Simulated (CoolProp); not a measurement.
Vapour-liquid equilibrium of R125 (1) + isobutane (2) at 6.34 bar; x and y are mole fractions of (1).

Values from CoolProp's multi-fluid Helmholtz-energy mixture model, Lemmon 2005 and Bücker 2006; pair parameters Bell 2016.

```
x      bubble temperature (°C)  y at the bubble point  dew temperature at overall composition x (°C)  liquid density (mol/L)
-----  -----------------------  ---------------------  ---------------------------------------------  ----------------------
0.05                      34.7                  0.273                                           44.8                   9.248
0.125                     21.9                  0.510                                           41.6                   9.540
0.2                       13.9                  0.634                                           38.2                   9.735
0.275                      8.8                  0.703                                           34.6                   9.871
0.35                       5.6                  0.745                                           30.9                   9.973
0.425                      3.5                  0.773                                           26.9                   10.06
0.5                        2.1                  0.793                                           22.5                   10.14
0.575                      1.0                  0.810                                           17.8                   10.22
0.65                       0.2                  0.826                                           12.7                   10.31
0.725                     -0.6                  0.844                                            7.1                   10.43
0.8                       -1.2                  0.867                                            1.6                   10.57
0.875                     -1.7                  0.900                                           -1.4                   10.74
0.95                      -1.9                  0.950                                           -1.9                   10.93
```

y crosses x between x = 0.875 and 0.95: the model has an azeotrope there.

Pair parameters are fitted to limited data, so mixtures are less certain than the pure fluids. With so large a gap from Raoult's law the liquid may split in two, which this calculation doesn't test in full.
